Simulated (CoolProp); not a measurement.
Values from CoolProp's reference Helmholtz-energy equation of state, Gao 2022.

Q: For n-perfluorohexane, give the phase and the density (kg/m³), cv (kJ/(kg K)), isothermal compressibility (1/MPa), fugacity coefficient at -25.55 °C and 2.25 bar; 49.15 °C and 2.71 bar.

A: 
- -25.55 °C and 2.25 bar: liquid; density 1820, cv 0.775, isothermal compressibility 0.00162, fugacity coefficient 0.00801
- 49.15 °C and 2.71 bar: liquid; density 1600, cv 0.885, isothermal compressibility 0.00377, fugacity coefficient 0.274
